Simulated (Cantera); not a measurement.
A closed system holds: 1 mol Ta₂O₅, 2.1 mol C, 2.9 mol CO, equilibrated at 1627 °C and 210 Torr.

These are equilibrium values from Cantera (NASA tables, ideal gas, pure condensed phases), not measurements of a reactor. Candidate condensed phases: C, Ta, TaC, Ta₂O₅; 15 gas species. Mutual solubility and eutectic melting of coexisting phases are not modelled. TaC: taken at fixed stoichiometry. Condensed phases not in the tables: Ta₂C. The numbers say what is thermodynamically allowed, not how fast it happens.

Base state: CO 0.999, CO₂ 0.00141 (mole fractions); condensed: TaC(s) + Ta₂O₅(s).

Task: What changes in the equilibrium state with this change: pressure from 210 Torr to 61.5 Torr?

Result: 
```tsv
species	before	after
CO	0.999	0.999
CO₂	0.00141	0.000993
TaC(s), mol	0.602	0.601
Ta₂O₅(s), mol	0.699	0.699
```
